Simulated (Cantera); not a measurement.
A perfectly stirred reactor is fed with C₃H₈ : H₂ = 1 : 62 (molar parts), at 62.3 Torr; it is held at 1300 K, and followed from long to short residence time.

Computed with Cantera and GRI-Mech 3.0 (53 species, 325 reactions). GRI-Mech 3.0 was tuned for natural gas; its chemistry of propane as a main component is partial and can be far from experiment. GRI-Mech 3.0 stops at C3 and has no aromatics, soot or wall deposition, so with more carbon than oxygen in the feed, carbon stays in small species such as C2H2 where larger ones or solid carbon would form.

Question: Predict: x(C₃H₈) at τ = 20.0 s; x(H₂) at τ = 20.0 s; x(H) at τ = 20.0 s; x(C₃H₈) at τ = 0.150 s; x(H₂) at τ = 0.150 s; x(H) at τ = 0.150 s; x(CH₂) at τ = 0.150 s.

Answer: 
```json
{
  "x(C₃H₈) at τ = 20.0 s": "6.14e-6",
  "x(H₂) at τ = 20.0 s": "0.966",
  "x(H) at τ = 20.0 s": "1.58e-5",
  "x(C₃H₈) at τ = 0.150 s": "0.000218",
  "x(H₂) at τ = 0.150 s": "0.968",
  "x(H) at τ = 0.150 s": "7.36e-5",
  "x(CH₂) at τ = 0.150 s": "1.30e-9"
}
```
